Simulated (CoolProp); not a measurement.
Vapour-liquid equilibrium of R13 (1) + R11 (2) at -16.25 °C; x and y are mole fractions of (1).

Values from CoolProp's multi-fluid Helmholtz-energy mixture model, Platzer 1990 and Jacobsen 1992; pair parameters Bell 2016. This equation is an older, rougher fit; its heat capacities, sound speeds and derivatives of the liquid may be far off and weren't checked against measurements.

| x | bubble pressure, mixture model (MPa) | bubble pressure, Raoult's law (MPa) | y, mixture model | y, Raoult's law |
|---|---|---|---|---|
| 0.05 | [?] | 0.08171 | 0.839 | 0.779 |
| 0.2 | [?] | 0.2698 | 0.951 | 0.944 |
| 0.35 | 0.5690 | 0.4579 | 0.970 | 0.973 |
| 0.5 | 0.7300 | 0.6461 | [?] | 0.985 |
| 0.65 | [?] | 0.8342 | 0.984 | 0.992 |
| 0.8 | 1.016 | 1.022 | [?] | 0.996 |
| 0.95 | [?] | 1.210 | 0.997 | 0.999 |

Task: Complete the blanks.

Result: 
- 0.05, bubble pressure, mixture model (MPa): 0.1168
- 0.2, bubble pressure, mixture model (MPa): 0.3695
- 0.5, y, mixture model: 0.978
- 0.65, bubble pressure, mixture model (MPa): 0.8715
- 0.8, y, mixture model: 0.990
- 0.95, bubble pressure, mixture model (MPa): 1.196

The largest gap from Raoult's law is +42.9 % in bubble pressure, at x = 0.05. No azeotrope shows between x = 0.05 and 0.95.

Pair parameters are fitted to limited data, so mixtures are less certain than the pure fluids. The gap from Raoult's law changes sign with composition, which may be real or a fault of the pair parameters; it wasn't checked against measurements.
